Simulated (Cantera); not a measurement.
Cantera run:

```python
import numpy as np
import cantera as ct

gas_names = """
    CL CL2 H HCL H2 Si SiCL SiCL2 SiCL3 SiCL4 SiH SiHCL3 SiH2 SiH2CL2 SiH3 SiH3CL SiH4 Si2 Si3
""".split()
cond_names = """
    Si(cr) Si(L)
""".split()


# ... load() reads the species with a 1 bar reference pressure and builds the phases ...
atoms = {
    'SiCl4': {'Si': 1, 'CL': 4},
    'H2': {'H': 2},
}
top_T = {}  # K; cautious upper limits of use, not melting points


# ... equilibrate(T, P, feed) seeds the gas with the atoms and calls Mixture.equilibrate('TP', solver="vcs", rtol=1e-11, max_steps=5000) ...
results = []
feed = {'SiCl4': 1, 'H2': 270}  # mol
P = 1900  # Pa
for T in [875, 925, 975, 1025, 1075, 1125, 1175, 1225, 1275, 1325, 1375, 1425]:
    mix = equilibrate(T, P, feed)
    results.append((T, P, feed, dict(zip(mix.species_names, mix.species_moles))))
    x = sorted(zip(gas.X, gas.species_names), reverse=True)
    print(f"T = {T:g} K  P = {P:g} Pa  gas = {mix.phase_moles(0):.4g} mol")
    print("   x: " + "  ".join(f"{s} {v:.3e}" for v, s in x if v > 1e-05))
    print("   condensed (mol): " + ("  ".join(f"{mix.phase(i).name} {mix.phase_moles(i):.4g}"
          for i in range(1, mix.n_phases) if mix.phase_moles(i) > 1e-12) or "none"))
```

Output:

```
T = 875 K  P = 1900 Pa  gas = 271.2 mol
   x: H2 9.933e-01  HCL 3.567e-03  SiCL4 1.880e-03  SiHCL3 1.145e-03  SiH2CL2 6.382e-05  SiCL3 2.303e-05  SiCL2 1.632e-05
   condensed (mol): Si(cr) 0.1515
T = 925 K  P = 1900 Pa  gas = 271.3 mol
   x: H2 9.918e-01  HCL 5.682e-03  SiCL4 1.478e-03  SiHCL3 9.373e-04  SiH2CL2 5.838e-05  SiCL2 4.699e-05  SiCL3 4.183e-05
   condensed (mol): Si(cr) 0.3045
T = 975 K  P = 1900 Pa  gas = 271.5 mol
   x: H2 9.899e-01  HCL 8.226e-03  SiCL4 9.895e-04  SiHCL3 6.808e-04  SiCL2 1.103e-04  SiCL3 6.209e-05  SiH2CL2 4.904e-05
   condensed (mol): Si(cr) 0.4861
T = 1025 K  P = 1900 Pa  gas = 271.7 mol
   x: H2 9.881e-01  HCL 1.070e-02  SiCL4 5.205e-04  SiHCL3 4.132e-04  SiCL2 2.067e-04  SiCL3 7.178e-05  SiH2CL2 3.640e-05
   condensed (mol): Si(cr) 0.6605
T = 1075 K  P = 1900 Pa  gas = 271.9 mol
   x: H2 9.868e-01  HCL 1.244e-02  SiCL2 3.061e-04  SiCL4 2.053e-04  SiHCL3 2.024e-04  SiCL3 6.300e-05  SiH2CL2 2.334e-05
   condensed (mol): Si(cr) 0.7823
T = 1125 K  P = 1900 Pa  gas = 271.9 mol
   x: H2 9.861e-01  HCL 1.327e-02  SiCL2 3.784e-04  SiHCL3 8.515e-05  SiCL4 6.597e-05  SiCL3 4.504e-05  SiH2CL2 1.349e-05
   condensed (mol): Si(cr) 0.8399
T = 1175 K  P = 1900 Pa  gas = 272 mol
   x: H2 9.859e-01  HCL 1.357e-02  SiCL2 4.258e-04  SiHCL3 3.454e-05  SiCL3 2.964e-05  SiCL4 2.015e-05
   condensed (mol): Si(cr) 0.8591
T = 1225 K  P = 1900 Pa  gas = 272 mol
   x: H2 9.858e-01  HCL 1.365e-02  SiCL2 4.609e-04  SiCL3 1.934e-05  SiHCL3 1.447e-05
   condensed (mol): Si(cr) 0.8624
T = 1275 K  P = 1900 Pa  gas = 272 mol
   x: H2 9.858e-01  HCL 1.365e-02  SiCL2 4.902e-04  SiCL3 1.286e-05
   condensed (mol): Si(cr) 0.86
T = 1325 K  P = 1900 Pa  gas = 272 mol
   x: H2 9.858e-01  HCL 1.363e-02  SiCL2 5.164e-04  H 1.178e-05
   condensed (mol): Si(cr) 0.8556
T = 1375 K  P = 1900 Pa  gas = 272 mol
   x: H2 9.858e-01  HCL 1.360e-02  SiCL2 5.406e-04  H 2.468e-05
   condensed (mol): Si(cr) 0.8504
T = 1425 K  P = 1900 Pa  gas = 272 mol
   x: H2 9.858e-01  HCL 1.356e-02  SiCL2 5.631e-04  H 4.914e-05
   condensed (mol): Si(cr) 0.8449
```

These are equilibrium values from Cantera (NASA tables, ideal gas, pure condensed phases), not measurements of a reactor. The tables' values for SiCl3 are old estimates; treat these amounts as uncertain.
